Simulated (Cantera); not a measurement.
Source: NASA polynomial tables (part measured, part estimated), evaluated in Cantera. Values are per mole of reaction as written; species without (g) are pure solids or liquids, kept so even where they would boil at 1 bar. VN: taken at fixed stoichiometry.

Problem. Between 625 and 775 K, where is each reaction favourable under standard conditions?
- 2 VN + 5 NO2(g) = V2O3 + 7 NO(g)

Solution. 
- 2 VN + 5 NO2(g) = V2O3 + 7 NO(g): ΔG° is -508 kJ at 625 K and -557 kJ at 775 K; it stays negative (K > 1). ΔH° is -304 kJ and ΔS° 326 J/K at 775 K.
